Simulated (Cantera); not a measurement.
**Equilibrium for nitride etching: Si₃N₄ + F₂ + N₂ + Cl₂**

Input: 1 mol Si₃N₄, 14 mol F₂, 8.6 mol N₂, 16 mol Cl₂, at 1023.15 K.

These are equilibrium values from Cantera (NASA tables, ideal gas, pure condensed phases), not measurements of a reactor. Candidate condensed phases: Si, Si₃N₄; 24 gas species. The numbers say what is thermodynamically allowed, not how fast it happens.

| P (Pa) | x ClF | x N₂ | x Cl₂ | x SiF₄ | x Cl | x F | x F₂ |
|---|---|---|---|---|---|---|---|
| 1 | 0.352 | 0.265 | 0.187 | 0.0749 | 0.0744 | 0.0479 | 1.52e-6 |
| 3.60 | 0.384 | 0.272 | 0.199 | 0.0771 | 0.0405 | 0.0267 | 1.71e-6 |
| 13 | 0.403 | 0.277 | 0.205 | 0.0783 | 0.0217 | 0.0145 | 1.82e-6 |
| 46 | 0.414 | 0.279 | 0.209 | 0.0790 | 0.0116 | 0.00785 | 1.88e-6 |
| 170 | 0.419 | 0.280 | 0.211 | 0.0794 | 0.00607 | 0.00412 | 1.92e-6 |
| 600 | 0.422 | 0.281 | 0.212 | 0.0796 | 0.00324 | 0.00220 | 1.93e-6 |
| 2200 | 0.424 | 0.282 | 0.212 | 0.0797 | 0.00169 | 0.00115 | 1.94e-6 |
| 7700 | 0.425 | 0.282 | 0.212 | 0.0797 | 0.000905 | 0.000618 | 1.95e-6 |
| 28000 | 0.425 | 0.282 | 0.213 | 0.0798 | 0.000475 | 0.000324 | 1.95e-6 |
| 100000 | 0.425 | 0.282 | 0.213 | 0.0798 | 0.000251 | 0.000172 | 1.95e-6 |
x: gas mole fraction; nothing condenses.

From 1.00 Pa to 100000 Pa nothing is condensed. The main Si-bearing gas is SiF₄ throughout.
